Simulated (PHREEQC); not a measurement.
Dissolve 0.0016 mol/kgw HF, 0.0051 mol/kgw (CH3)4NF and 0.00013 mol/kgw H2SO4 at 39 °C. Closed to the air; pH follows from the charge balance.

Equilibrium calculation in PHREEQC: ion-association model, phreeqc.dat.

```
quantity                   before     after
------------------------  -------  --------
pH                           3.74      4.06
ionic strength (mol/kgw)  0.00542  0.000613
F- (mol/kgw)              0.00500  0.000574
HF (mol/kgw)              0.00163   9.53e-5
HF2- (mol/kgw)            3.41e-5   2.29e-7
```

**Question.** Name the change that produced these shifts.
(A) H2SO4 from 0.00013 to 0.0013 mol/kgw
(B) diluted 10-fold with water
(C) H2SO4 left out
(D) HF left out
(E) (CH3)4NF left out

**Answer.** B, diluted 10-fold with water

This is a speciation only: nothing precipitates in the calculation. (CH3)4N+ isn't in the database: it is added as a free cation with an ion size of 4 Å. Constants without temperature data keep their 25 °C values here.
